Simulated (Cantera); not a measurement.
Input: 1 mol Pb, 3.9 mol CO, 3.5 mol H₂, equilibrated at 0.470 bar.

Method: chemical equilibrium by Gibbs-energy minimisation in Cantera with the NASA 1993 tables (ideal gas, pure condensed phases). Candidate condensed phases: C, C₆H₆, C₇H₈, C₈H₁₈, H₂O, Pb, PbO, PbO₂, Pb₃O₄; 113 gas species. Rates play no part.

log p: log10 of the partial pressure in bar; n: condensed amount in mol.

| T (K) | log p CO | log p H₂ | log p H₂O | log p CO₂ | log p CH₄ | log p Pb | n C(graphite) | n Pb(l) |
|---|---|---|---|---|---|---|---|---|
| 700 | -2.26 | -1.08 | -0.70 | -0.91 | -1.22 | -8.95 | ? | 1.00 |
| 800 | -1.46 | -0.80 | -0.90 | -0.94 | -1.47 | -7.21 | ? | 1.000 |
| 900 | -0.93 | -0.68 | -1.23 | -1.12 | -1.87 | -5.86 | ? | 1.000 |
| 1000 | -0.69 | -0.66 | -1.75 | -1.62 | -2.35 | -4.79 | ? | 1.000 |
| 1100 | -0.62 | -0.66 | -2.33 | -2.30 | -2.76 | -3.92 | ? | 0.998 |
| 1200 | -0.61 | -0.66 | -2.85 | -2.94 | -3.11 | -3.19 | ? | 0.990 |
| 1300 | -0.61 | -0.66 | -3.31 | -3.51 | -3.42 | -2.58 | ? | 0.959 |
| 1400 | -0.61 | -0.66 | -3.71 | -3.99 | -3.69 | -2.06 | ? | 0.860 |
| 1500 | -0.63 | -0.68 | -4.07 | -4.44 | -3.94 | -1.61 | 0 | 0.592 |
| 1600 | -0.66 | -0.71 | -4.35 | -4.78 | -4.28 | -1.25 | 0 | 0 |

Problem. Some entries are withheld; supply them.

Solution. 
- 700, n C(graphite): 2.27
- 800, n C(graphite): 2.08
- 900, n C(graphite): 1.44
- 1000, n C(graphite): 0.535
- 1100, n C(graphite): 0.123
- 1200, n C(graphite): 0.0278
- 1300, n C(graphite): 0.00670
- 1400, n C(graphite): 0.00148
